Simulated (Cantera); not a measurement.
**Silicon epitaxy and polysilicon growth: Si2Cl6 + Cl2 + H2**

A closed system holds: 1 mol Si2Cl6, 0.009 mol Cl2, 13 mol H2, at 27.8 Torr.

Cantera equilibrium calculation (NASA polynomials, part measured and part estimated; ideal gas, pure solids and liquids). Candidate condensed phases: Si; 19 gas species. The feed counts by its element totals alone. The tables' values for SiCl3, SiCl are old estimates; treat these amounts as uncertain. Gases not in the tables: Si2H6 and higher silanes. The numbers say what is thermodynamically allowed, not how fast it happens.

```
T (°C)  log p H2  log p HCl  log p SiCl2  log p SiCl4  log p SiHCl3  log p SiCl3  n Si(s)  n Si(l)
------  --------  ---------  -----------  -----------  ------------  -----------  -------  -------
775        -1.50      -2.88        -4.00        -2.55         -3.15        -3.91    0.519        0
850        -1.51      -2.67        -3.51        -2.61         -3.21        -3.61    0.557        0
925        -1.52      -2.50        -3.11        -2.73         -3.31        -3.39    0.565        0
1000       -1.53      -2.38        -2.81        -2.93         -3.48        -3.28    0.517        0
1075       -1.55      -2.31        -2.62        -3.24         -3.72        -3.28    0.428        0
1150       -1.56      -2.27        -2.50        -3.64         -4.04        -3.37    0.344        0
1225       -1.56      -2.26        -2.45        -4.09         -4.39        -3.52    0.286        0
1300       -1.56      -2.26        -2.42        -4.54         -4.73        -3.69    0.248        0
1375       -1.56      -2.26        -2.40        -4.97         -5.05        -3.86    0.219        0
1450       -1.56      -2.25        -2.40        -5.35         -5.35        -4.01        0    0.226
```
log p: log10 of the partial pressure in bar; n: condensed amount in mol.

From 775 °C to 1375 °C the condensed part is Si(s). At 1450 °C the condensed part is Si(l). The main Si-bearing gas is SiCl4 at 775 °C and SiCl2 at 1450 °C. The share of Si in condensed phases is highest at 925 °C (28.2 %) and lowest at 1375 °C (11.0 %).
